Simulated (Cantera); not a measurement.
A closed system holds: 1 mol Si, 9.5 mol H2, held at 827 °C and 24000 Pa.

These are equilibrium values from Cantera (NASA tables, ideal gas, pure condensed phases), not measurements of a reactor. Candidate condensed phases: Si; 9 gas species. Rates play no part.

Base state: H2 1.00 (mole fractions); condensed: Si(s).

**Question.** What changes in the equilibrium state with this change: Si replaced by SiCl4?

**Answer.** 
```csv
species,before,after
H2,1.00,0.871
SiCl4,0,0.0643
HCl,0,0.0337
SiHCl3,0,0.0245
SiCl3,0,0.00300
SiCl2,0,0.00194
SiH2Cl2,0,0.00112
SiH3Cl,0,1.36e-5
"Si(s), mol",1.000,0
```
The tables' values for SiCl3 are old estimates; treat these amounts as uncertain.
